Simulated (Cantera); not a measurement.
A closed system holds: 1 mol SiCl4, 2.2 mol NO, at 1025 K and 13.3 mbar.

Cantera equilibrium calculation (NASA polynomials, part measured and part estimated; ideal gas, pure solids and liquids). Candidate condensed phases: Si, SiO2, Si2N2O, Si3N4; 23 gas species. Rates play no part.

Task: What is the equilibrium state?

Result: 
| Item | Result |
|---|---|
| x(Cl2) | 0.622 |
| x(N2) | 0.343 |
| x(O2) | 0.0312 |
| x(Cl) | 0.00382 |
| x(NO) | 1.04e-5 |
| x(ClO) | 4.53e-6 |
| n(SiO2(β-quartz)) | 1.00 mol |
| gas amount | 3.206 mol |
| log10 activity of Si(s) (absent) | -33.61 |
